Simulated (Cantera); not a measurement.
An isothermal, constant-pressure homogeneous reactor starts with 1.10 % CH2O, 0.785 % O2, 98.1 % N2, equivalence ratio 1.4, at 998 K and 2.07 atm.

Detailed kinetics in Cantera: GRI-Mech 3.0 (53 species, 325 reactions). Below about 1000 K GRI-Mech 3.0 lacks low-temperature oxidation paths.

One state of this run: x CH2O = 8.29e-12; x O2 = 1.48e-10; x C2H4 = <1e-12; x CH4 = 4.48e-11; x H2 = 0.00145; x CO2 = 0.00614. x: mole fraction; the columns are a selection and need not sum to one.

Question: Which value of t (s) does it belong to?
(A) 0.177
(B) 1.46
(C) 100
(D) 0.000900

Answer: C, 100
